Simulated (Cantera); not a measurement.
An isothermal, constant-pressure homogeneous reactor starts with CH₄ : N₂ = 1 : 65 (molar parts), at 1400 K and 0.0263 atm.

Cantera simulation using GRI-Mech 3.0 (53 species, 325 reactions); the numbers are that mechanism's predictions, not measurements. GRI-Mech 3.0 stops at C3 and has no aromatics, soot or wall deposition, so with more carbon than oxygen in the feed, carbon stays in small species such as C2H2 where larger ones or solid carbon would form. Radical loss at walls, strong at low pressure, is not modelled.

x: mole fraction; the columns are a selection and need not sum to one.

```
t (s)       x CH₄       x H    x C₂H₂     x CH₃    x C₂H₄     x HCN      x H₂
--------  -------  --------  --------  --------  --------  --------  --------
3.00e-6    0.0152  4.38e-11    <1e-12  4.45e-11    <1e-12    <1e-12    <1e-12
1.70e-5    0.0152  2.38e-10    <1e-12  2.61e-10    <1e-12    <1e-12  1.19e-11
9.59e-5    0.0152   1.08e-9    <1e-12   1.74e-9    <1e-12    <1e-12  3.31e-10
0.000542   0.0152   2.42e-9    <1e-12   1.35e-8    <1e-12    <1e-12   5.55e-9
0.00306    0.0152   2.53e-9    <1e-12   8.76e-8    <1e-12    <1e-12   4.26e-8
0.0173     0.0152   2.54e-9    <1e-12   5.07e-7  1.05e-10    <1e-12   2.53e-7
0.0979     0.0151   2.74e-9  1.14e-10   2.84e-6         …    <1e-12   1.48e-6
0.554      0.0151   8.21e-9   1.14e-7   1.42e-5         …    <1e-12   1.40e-5
3.13       0.0146   1.46e-7   7.05e-5   4.47e-5         …  6.78e-11  0.000569
17.7       0.0111   8.45e-7   0.00183   3.10e-5         …   3.74e-9   0.00578
100       0.00523   1.99e-6   0.00486   1.41e-5         …   2.99e-8    0.0146
```

Task: Fill in the missing entries.

Result: 
- 0.0979, x C₂H₄: 1.89e-8
- 0.554, x C₂H₄: 2.79e-6
- 3.13, x C₂H₄: 0.000162
- 17.7, x C₂H₄: 0.000139
- 100, x C₂H₄: 2.15e-5
